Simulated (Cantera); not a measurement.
A closed system holds: 1 mol Si₂H₆, 5.1 mol CO₂, 0.14 mol H₂, 3.3 mol NO, at 850 °C and 1.40 mbar.

Method: chemical equilibrium by Gibbs-energy minimisation in Cantera with the NASA 1993 tables (ideal gas, pure condensed phases). Candidate condensed phases: C, C₆H₆, C₇H₈, C₈H₁₈, H₂O, Si, SiC, SiO₂, Si₂N₂O, Si₃N₄; 151 gas species. The feed counts by its element totals alone. Kinetics and transport are ignored.

Base state: CO₂ 0.271, CO 0.245, H₂O 0.174, N₂ 0.167, H₂ 0.144 (mole fractions); condensed: SiO₂(β-quartz).

### Question
What changes in the equilibrium state with this change: Si₂H₆ replaced by HMDSO?

### Answer
| species | before | after |
|---|---|---|
| CO | 0.245 | 0.493 |
| H₂ | 0.144 | 0.429 |
| N₂ | 0.167 | 0.0775 |
| CO₂ | 0.271 | 2.06e-5 |
| H₂O | 0.174 | 1.96e-5 |
| SiO₂(β-quartz), mol | 2.00 | 2.00 |
| C(graphite), mol | 0 | 0.601 |
